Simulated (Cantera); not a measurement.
# Catalytic stagnation flow on Pt

A jet of 1.52 % H₂, 6.08 % O₂, 92.4 % N₂, equivalence ratio 0.12 at 300 K and 0.390 bar hits a platinum plate 4.1 cm away at a mass flux of 0.024 kg/m²/s; the plate temperature is set and raised in steps from an oxygen-covered start.

Cantera simulation using Deutschmann's 1995 Pt surface mechanism with GRI-Mech 3.0 gas chemistry; the numbers are that mechanism's predictions, not measurements. Catalytic surfaces can have several steady states; this one follows from the mechanism file's or the stated starting coverage.

| plate T (K) | wall x H₂ | wall x O₂ | wall x H₂O | wall x OH | θ free Pt | θ O* | θ OH* |
|---|---|---|---|---|---|---|---|
| 600 | 0.000619 | 0.0453 | 0.0280 | <1e-8 | 0.0225 | 0.971 | 0.00669 |
| 650 | 0.000605 | 0.0454 | 0.0279 | <1e-8 | 0.0242 | 0.971 | 0.00454 |
| 700 | 0.000525 | 0.0453 | 0.0278 | <1e-8 | 0.0293 | 0.967 | 0.00345 |
| 750 | 0.000366 | 0.0452 | 0.0280 | <1e-8 | 0.0446 | 0.952 | 0.00306 |
| 800 | 0.000230 | 0.0451 | 0.0281 | <1e-8 | 0.0747 | 0.922 | 0.00294 |
| 850 | 0.000151 | 0.0451 | 0.0281 | <1e-8 | 0.118 | 0.879 | 0.00280 |
| 900 | 0.000108 | 0.0450 | 0.0281 | 1.91e-8 | 0.171 | 0.826 | 0.00261 |
| 950 | 8.29e-5 | 0.0450 | 0.0280 | 5.18e-8 | 0.230 | 0.767 | 0.00238 |
x: mole fraction at the wall; θ: surface coverage.
